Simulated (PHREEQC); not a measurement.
0.066 g of hydrous ferric oxide (600 m²/g; 0.2 weak and 0.005 strong sites per Fe, Dzombak-Morel constants, diffuse double layer) in 1 kg of water with 0.001 mol/kgw of an inert sodium salt and 6.5e-06 mol/kgw SrCl2 and 7.3e-06 mol/kgw BaCl2, at 25 °C; the pH is set by adding NaOH or the inert anion's acid. Oxygen alone is held at its pressure in air (log pO2 = -0.68). No CO2 enters from the air. Precipitation was switched off in this run.

Base run: PHREEQC, ion-association model, wateq4f.dat. Each further column changes one thing. The table gives Ba sorbed (%).

```json
[
 {"pH": "3", "base": "0.0", "no electrostatic term (-no_edl)": "0.0", "background salt from 0.001 to 0.0001 mol/kgw": "0.0", "oxide from 0.066 to 0.33 g/kgw": "0.0", "9e-05 mol/kgw CuCl2 added": "0.0"},
 {"pH": "4", "base": "0.0", "no electrostatic term (-no_edl)": "0.0", "background salt from 0.001 to 0.0001 mol/kgw": "0.0", "oxide from 0.066 to 0.33 g/kgw": "0.0", "9e-05 mol/kgw CuCl2 added": "0.0"},
 {"pH": "5", "base": "0.0", "no electrostatic term (-no_edl)": "0.5", "background salt from 0.001 to 0.0001 mol/kgw": "0.0", "oxide from 0.066 to 0.33 g/kgw": "0.0", "9e-05 mol/kgw CuCl2 added": "0.0"},
 {"pH": "6", "base": "0.0", "no electrostatic term (-no_edl)": "___", "background salt from 0.001 to 0.0001 mol/kgw": "0.0", "oxide from 0.066 to 0.33 g/kgw": "0.0", "9e-05 mol/kgw CuCl2 added": "0.0"},
 {"pH": "7", "base": "0.5", "no electrostatic term (-no_edl)": "___", "background salt from 0.001 to 0.0001 mol/kgw": "0.5", "oxide from 0.066 to 0.33 g/kgw": "___", "9e-05 mol/kgw CuCl2 added": "0.0"},
 {"pH": "8", "base": "16.7", "no electrostatic term (-no_edl)": "___", "background salt from 0.001 to 0.0001 mol/kgw": "___", "oxide from 0.066 to 0.33 g/kgw": "56.0", "9e-05 mol/kgw CuCl2 added": "0.0"},
 {"pH": "9", "base": "38.2", "no electrostatic term (-no_edl)": "18.2", "background salt from 0.001 to 0.0001 mol/kgw": "38.7", "oxide from 0.066 to 0.33 g/kgw": "97.8", "9e-05 mol/kgw CuCl2 added": "0.1"}
]
```

Problem. Some entries are withheld; supply them.

Solution. 
- 6, no electrostatic term (-no_edl): 3.9
- 7, no electrostatic term (-no_edl): 15.5
- 7, oxide from 0.066 to 0.33 g/kgw: 2.4
- 8, no electrostatic term (-no_edl): 22.2
- 8, background salt from 0.001 to 0.0001 mol/kgw: 17.3

The oxide is taken as insoluble; below pH 4 it would dissolve. In at least one series the solution becomes supersaturated in solids that the run did not let form, among them Cu(OH)2. The database's constant for dissolved Cu(OH)2 is higher than later reviews accept.
